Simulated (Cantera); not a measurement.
Cantera run:

```python
import numpy as np
import cantera as ct

gas_names = """
    C CO CO2 C2 C2O C3 C3O2 C4 C5 Fe FeC5O5 FeO O O2 O3
""".split()
cond_names = """
    C(gr) Fe(a) Fe(c) Fe(d) Fe(L) FeC5O5(L) FeO(s) FeO(L) Fe2O3(s) Fe3O4(s)
""".split()


# ... load() reads the species with a 1 bar reference pressure and builds the phases ...
atoms = {
    'Fe2O3': {'Fe': 2, 'O': 3},
    'CO': {'C': 1, 'O': 1},
    'C': {'C': 1},
}
top_T = {'C(gr)': 4500, 'Fe2O3(s)': 1830, 'Fe3O4(s)': 1870}  # K; cautious upper limits of use, not melting points


# ... equilibrate(T, P, feed) seeds the gas with the atoms and calls Mixture.equilibrate('TP', solver="vcs", rtol=1e-11, max_steps=5000) ...
results = []
feed = {'Fe2O3': 1, 'CO': 5.7, 'C': 3.6}  # mol
T = 1273  # K
P = 13332.2  # Pa
mix = equilibrate(T, P, feed)
results.append((T, P, feed, dict(zip(mix.species_names, mix.species_moles))))
print(gas.report(threshold=0.001))
for i in range(1, mix.n_phases):
    print(f"{mix.phase(i).name:16s} {mix.phase_moles(i):12.5e} mol")
```

Output:

```
       temperature   1273 K
          pressure   13332 Pa
           density   0.035301 kg/m^3
  mean mol. weight   28.025 kg/kmol
   phase of matter   gas

                          1 kg             1 kmol
                     ---------------   ---------------
          enthalpy       -2.8499e+06       -7.9869e+07  J
   internal energy       -3.2276e+06       -9.0454e+07  J
           entropy            9261.2        2.5955e+05  J/K
    Gibbs function       -1.4639e+07       -4.1028e+08  J
 heat capacity c_p            1226.7             34379  J/K
 heat capacity c_v            930.05             26065  J/K

                      mass frac. Y      mole frac. X     chem. pot. / RT
                     ---------------   ---------------   ---------------
                CO            0.9985           0.99904           -38.727
     [  +14 minor]         0.0015018        0.00095635

C(gr)             6.08312e-01 mol
Fe(c)             2.00000e+00 mol
FeC5O5(L)         0.00000e+00 mol
FeO(s)            0.00000e+00 mol
Fe2O3(s)          0.00000e+00 mol
Fe3O4(s)          0.00000e+00 mol
```

Method: chemical equilibrium by Gibbs-energy minimisation in Cantera with the NASA 1993 tables (ideal gas, pure condensed phases). Condensed phases not in the tables: cementite and carbon dissolved in iron.
